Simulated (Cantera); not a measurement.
**Si + NF3 (silicon etching in halogen gases)**

Input: 1 mol Si, a varied amount of NF3, held at 1050 K and 100 Pa.

Method: chemical equilibrium by Gibbs-energy minimisation in Cantera with the NASA 1993 tables (ideal gas, pure condensed phases). Candidate condensed phases: Si, Si3N4; 16 gas species. Mutual solubility and eutectic melting of coexisting phases are not modelled. The tables' values for SiF3, SiF2 are old estimates; treat these amounts as uncertain. Kinetics and transport are ignored.

At 0.5 mol NF3 the condensed part is Si(s) + Si3N4(s). From 0.77 mol NF3 to 1.2 mol NF3 the condensed part is Si3N4(s). From 1.8 mol NF3 to 6.3 mol NF3 nothing is condensed. The main Si-bearing gas is SiF4 throughout.

| n(NF3) (mol) | log p SiF4 | log p F | log p N2 | log p F2 | log p SiF3 | log p SiF2 | log p NF3 | n Si(s) | n Si3N4(s) |
|---|---|---|---|---|---|---|---|---|---|
| 0.5 | -3.00 | <-15 | -9.86 | <-15 | -5.15 | -7.04 | <-15 | 0.249 | 0.125 |
| 0.77 | -3.07 | <-15 | -3.82 | <-15 | -6.20 | -9.09 | <-15 | 0 | 0.141 |
| 1.2 | -3.20 | <-15 | -3.43 | <-15 | -6.37 | -9.29 | <-15 | 0 | 0.0333 |
| 1.8 | -3.52 | -3.38 | -3.56 | -5.16 | <-15 | <-15 | -10.23 | 0 | 0 |
| 2.7 | -3.80 | -3.21 | -3.67 | -4.82 | <-15 | <-15 | -9.77 | 0 | 0 |
| 4.1 | -4.05 | -3.15 | -3.73 | -4.70 | <-15 | <-15 | -9.62 | 0 | 0 |
| 6.3 | -4.27 | -3.12 | -3.77 | -4.64 | <-15 | <-15 | -9.55 | 0 | 0 |
log p: log10 of the partial pressure in bar; n: condensed amount in mol.
